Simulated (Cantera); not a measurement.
An isothermal, constant-pressure homogeneous reactor starts with CH4 : CO2 = 1 : 0.93 (molar parts), at 1648 K and 2.37 atm.

Detailed kinetics in Cantera: GRI-Mech 3.0 (53 species, 325 reactions).

One state of this run: x CH4 = 0.366; x CO2 = 0.423; x OH = 1.54e-7; x C2H6 = 0.00125; x C2H = 1.64e-8; x H2 = 0.130. x: mole fraction; the columns are a selection and need not sum to one.

Which value of t (s) does it belong to?
A) 20.0
B) 0.693
C) 0.00447
D) 1.00e-6

C, 0.00447
